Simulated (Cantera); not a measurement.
What does this Cantera script print?

```python
import numpy as np
import cantera as ct

gas = ct.Solution("gri30.yaml")
gas.TPX = 1548, 1000000, {'CH4': 1, 'C2H6': 0.1, 'O2': 2.53, 'N2': 16.9}
reactor = ct.IdealGasConstPressureReactor(gas, energy="on", clone=False)
net = ct.ReactorNet([reactor])
net.rtol, net.atol = 1e-08, 1e-16
show = ['CH4', 'C2H6', 'O2', 'CH3', 'H', 'C2H2']
times = np.geomspace(1e-06, 0.2, 16)

steps = ct.SolutionArray(gas, extra=["t"])
rows = []
print(f"{'t/s':>10s}{'T/K':>9s}{'P/Pa':>11s}" + "".join(f"{s:>11s}" for s in show))
for t in times:
    while net.time < t:
        t_next = net.step()
        steps.append(gas.state, t=t_next)
    rows.append([np.interp(t, steps.t, y) for y in (steps.T, steps.P, *steps(*show).X.T)])
    print(f"{t:10.3e}{rows[-1][0]:9.1f}{rows[-1][1]:11.4g}" + "".join(f"{x:11.3e}" for x in rows[-1][2:]))
rate = np.gradient(steps.T, steps.t)
print("integrator steps:", len(steps.t))
if steps.T.max() > steps.T[0] + 200:
    print(f"time of steepest temperature rise: {steps.t[rate.argmax()]:.4e} s")
gas.TPX = 1548, 1000000, {'CH4': 1, 'C2H6': 0.1, 'O2': 2.53, 'N2': 16.9}
gas.equilibrate("HP")
print(f"equilibrium (HP): T = {gas.T:.1f} K  " + "  ".join(f"{s} {gas[s].X[0]:.3e}" for s in show))
```

Result:

```
       t/s      T/K       P/Pa        CH4       C2H6         O2        CH3          H       C2H2
 1.000e-06   1547.8      1e+06  4.871e-02  4.853e-03  1.232e-01  3.341e-05  8.694e-08  2.040e-11
 2.256e-06   1547.7      1e+06  4.870e-02  4.829e-03  1.232e-01  7.454e-05  2.224e-07  3.296e-10
 5.091e-06   1547.4      1e+06  4.865e-02  4.768e-03  1.232e-01  1.569e-04  7.147e-07  6.723e-09
 1.149e-05   1548.1      1e+06  4.830e-02  4.604e-03  1.229e-01  2.723e-04  2.117e-06  1.761e-07
 2.592e-05   1556.0      1e+06  4.648e-02  4.095e-03  1.214e-01  3.710e-04  5.204e-06  3.846e-06
 5.848e-05   1739.0      1e+06  2.422e-02  1.038e-03  9.498e-02  1.336e-03  1.353e-04  3.765e-04
 1.320e-04   2603.4      1e+06  3.985e-16  2.496e-30  1.279e-02  1.640e-15  7.066e-04  1.037e-19
 2.977e-04   2605.2      1e+06  3.893e-16  2.261e-30  1.238e-02  1.572e-15  6.735e-04  9.876e-20
 6.718e-04   2602.5      1e+06  4.055e-16  2.420e-30  1.188e-02  1.613e-15  6.694e-04  1.017e-19
 1.516e-03   2598.4      1e+06  4.328e-16  2.695e-30  1.112e-02  1.682e-15  6.633e-04  1.065e-19
 3.420e-03   2594.7      1e+06  4.604e-16  2.986e-30  1.043e-02  1.751e-15  6.579e-04  1.113e-19
 7.717e-03   2593.5      1e+06  4.697e-16  3.086e-30  1.022e-02  1.774e-15  6.563e-04  1.130e-19
 1.741e-02   2593.4      1e+06  4.701e-16  3.090e-30  1.022e-02  1.775e-15  6.562e-04  1.130e-19
 3.928e-02   2593.4      1e+06  4.701e-16  3.090e-30  1.022e-02  1.775e-15  6.562e-04  1.130e-19
 8.864e-02   2593.4      1e+06  4.701e-16  3.090e-30  1.022e-02  1.775e-15  6.562e-04  1.130e-19
 2.000e-01   2593.4      1e+06  4.701e-16  3.090e-30  1.022e-02  1.775e-15  6.562e-04  1.130e-19
integrator steps: 1785
time of steepest temperature rise: 6.3535e-05 s
equilibrium (HP): T = 2593.4 K  CH4 6.056e-16  C2H6 4.493e-30  O2 1.022e-02  CH3 2.286e-15  H 6.562e-04  C2H2 1.235e-19
```

Model: GRI-Mech 3.0 (53 species, 325 reactions), integrated in Cantera.
